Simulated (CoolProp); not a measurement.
The numbers come from the reference Helmholtz-energy equation of state, Lemmon 2006 in CoolProp. It is a short technical equation, of lower accuracy than the large ones.

Q: For acetone, give the phase and the cv (kJ/(kg K)), isothermal compressibility (1/MPa) at 225.8 K and 0.254 MPa; 416.2 K and 0.942 MPa; 448.1 K and 0.243 MPa.

A: 
- 225.8 K and 0.254 MPa: liquid; cv 1.46, isothermal compressibility 0.000702
- 416.2 K and 0.942 MPa: gas; cv 1.76, isothermal compressibility 1.38
- 448.1 K and 0.243 MPa: gas; cv 1.61, isothermal compressibility 4.26
